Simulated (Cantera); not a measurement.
## Thermodynamics of halide evaporation, hydrolysis and transport, feed KCl + HCl + H₂

Charge: 1 mol KCl, 0.032 mol HCl, 2.6 mol H₂, at 330 Pa.

These are equilibrium values from Cantera (NASA tables, ideal gas, pure condensed phases), not measurements of a reactor. Candidate condensed phases: K, KCl; 10 gas species. Rates play no part.

```csv
T (K),x H₂,x KCl,x HCl,x K,x H
1423,0.716,0.272,0.00987,0.00106,9.78e-5
1473,0.715,0.272,0.0106,0.00180,0.000186
1523,0.713,0.271,0.0117,0.00287,0.000340
1573,0.712,0.270,0.0131,0.00430,0.000597
1623,0.710,0.268,0.0149,0.00614,0.00101
1673,0.707,0.265,0.0171,0.00841,0.00167
1723,0.704,0.262,0.0198,0.0111,0.00266
1773,0.700,0.258,0.0229,0.0143,0.00414
1823,0.695,0.254,0.0265,0.0179,0.00629
1873,0.689,0.249,0.0304,0.0221,0.00933
1923,0.681,0.243,0.0347,0.0266,0.0135
```
x: gas mole fraction; nothing condenses.

From 1423 K to 1923 K nothing is condensed. The main K-bearing gas is KCl throughout.
